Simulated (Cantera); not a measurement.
Source: NASA polynomial tables (part measured, part estimated), evaluated in Cantera. Values are per mole of reaction as written; species without (g) are pure solids or liquids, kept so even where they would boil at 1 bar.

2 Ba + S2(g) → 2 BaS

```
T (K)  ΔH° (kJ)  ΔS° (J/K)  ΔG° (kJ)  log10 K  condensed phases
-----  --------  ---------  --------  -------  ----------------
300           ?          ?         ?        ?     Ba(s), BaS(s)
1523          ?          ?         ?        ?     Ba(l), BaS(s)
1548    -1067.2     -204.4    -750.9    25.34     Ba(l), BaS(s)
1573          ?          ?         ?        ?     Ba(l), BaS(s)
1598    -1067.0     -204.2    -740.7    24.21     Ba(l), BaS(s)
1623          ?          ?         ?        ?     Ba(l), BaS(s)
1648    -1066.7     -204.0    -730.5    23.15     Ba(l), BaS(s)
1673    -1066.6     -204.0    -725.4    22.65     Ba(l), BaS(s)
1698    -1066.4     -203.9    -720.3    22.16     Ba(l), BaS(s)
```

### Question
Fill in the missing entries.

### Answer

- 300, ΔH° (kJ): -1055.6
- 300, ΔS° (J/K): -196.2
- 300, ΔG° (kJ): -996.7
- 300, log10 K: 173.54
- 1523, ΔH° (kJ): -1067.4
- 1523, ΔS° (J/K): -204.5
- 1523, ΔG° (kJ): -756.0
- 1523, log10 K: 25.93
- 1573, ΔH° (kJ): -1067.1
- 1573, ΔS° (J/K): -204.3
- 1573, ΔG° (kJ): -745.8
- 1573, log10 K: 24.76
- 1623, ΔH° (kJ): -1066.9
- 1623, ΔS° (J/K): -204.1
- 1623, ΔG° (kJ): -735.6
- 1623, log10 K: 23.67
